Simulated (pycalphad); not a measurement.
**Phase fractions of Ti-3.64Si (at.%)**

Source of the numbers: pycalphad with the COST 507 light-alloy database (1999); pressure 1 atm. These are 1990s assessments: newer ones move some temperatures and phases. Phase fractions are per mole of atoms. Diffusion is slow at the low end, where real alloys seldom reach equilibrium.

| T (K) | liquid | bcc | SITI3 | hcp |
|---|---|---|---|---|
| 1925 | 1.000 | - | - | - |
| 1850 | 0.664 | 0.336 | - | - |
| 1775 | 0.324 | 0.676 | - | - |
| 1700 | 0.142 | 0.858 | - | - |
| 1625 | - | 1.000 | - | - |
| 1475 | - | 1.000 | - | - |
| 1400 | - | 0.982 | 0.018 | - |
| 1325 | - | 0.950 | 0.050 | - |
| 1250 | - | 0.925 | 0.075 | - |
| 1175 | - | 0.904 | 0.096 | - |
| 1100 | - | - | 0.129 | 0.871 |
| 1025 | - | - | 0.130 | 0.870 |
| 950 | - | - | 0.131 | 0.869 |
| 875 | - | - | 0.131 | 0.869 |
| 800 | - | - | 0.132 | 0.868 |
| 725 | - | - | 0.134 | 0.866 |
| 650 | - | - | 0.135 | 0.865 |
| 575 | - | - | 0.136 | 0.864 |
| 500 | - | - | 0.138 | 0.862 |

Database names, with the compositions (at.%) that they take in these runs: SITI3: Ti 75 Si 25.
